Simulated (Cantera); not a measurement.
Charge: 1 mol Zr, 1.1 mol NH3, held at 12.0 Pa.

Cantera equilibrium calculation (NASA polynomials, part measured and part estimated; ideal gas, pure solids and liquids). Candidate condensed phases: Zr, ZrN; 11 gas species. ZrN: taken at fixed stoichiometry. Equilibrium is a limit: real reactors are often held back by kinetics, nucleation or transport. All values below are at 2373 K.

Base state: H 0.687, H2 0.291, N2 0.0202, Zr 0.00195 (mole fractions); condensed: ZrN(s).

Problem. What changes in the equilibrium state with this change: NH3 from 1.1 to 0.76 mol?

Solution. 
```csv
species,before,after
H,0.687,0.695
H2,0.291,0.297
Zr,0.00195,0.00526
N2,0.0202,0.00277
"ZrN(s), mol",0.995,0.750
"Zr(l), mol",0,0.241
```
Mutual solubility and eutectic melting of coexisting phases are not modelled. Condensed phases not in the tables: N, O or C dissolved in the metal.
